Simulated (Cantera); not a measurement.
Charge: 1 mol CH3F, 9.4 mol H2, at 2277 °C and 1330 Pa.

Equilibrium computed with Cantera from the NASA thermochemical tables; the gas is ideal and each condensed phase is pure. Candidate condensed phases: C, C6H6, C7H8, C8H18; 95 gas species. Equilibrium is a limit: real reactors are often held back by kinetics, nucleation or transport.

Base state: H2 0.688, H 0.224, HF 0.0778, C2H2 (acetylene) 0.00916, C2H 0.000237, C3 7.99e-5, F 6.01e-5, C4H2 5.04e-5 (mole fractions); condensed: C(graphite).

**Question.** What changes in the equilibrium state with this change: temperature from 2277 °C to 3177 °C?

**Answer.** 
```tsv
species	before	after
H	0.224	0.885
H2	0.688	0.0377
HF	0.0778	0.0350
C	2.45e-5	0.0226
F	6.01e-5	0.0103
C2	7.43e-6	0.00342
C4H2	5.04e-5	2.53e-7
CF	2.28e-6	0.000385
C2H2 (acetylene)	0.00916	0.000151
C(graphite), mol	0.752	0
```

**Question.** What changes in the equilibrium state with this change: temperature from 2277 °C to 2502 °C?

**Answer.** 
```
species            before     after
----------------  -------  --------
H2                  0.688     0.469
H                   0.224     0.444
HF                 0.0778    0.0677
C2H2 (acetylene)  0.00916    0.0144
C5                2.94e-7   1.52e-5
C2                7.43e-6  0.000169
C(graphite), mol    0.752     0.427
```

**Question.** What changes in the equilibrium state with this change: pressure from 1330 Pa to 133 Pa?

**Answer.** 
```csv
species,before,after
H,0.224,0.536
H2,0.688,0.393
HF,0.0778,0.0639
C2,7.43e-6,7.43e-5
C3,7.99e-5,0.000799
"C(graphite), mol",0.752,0.773
```
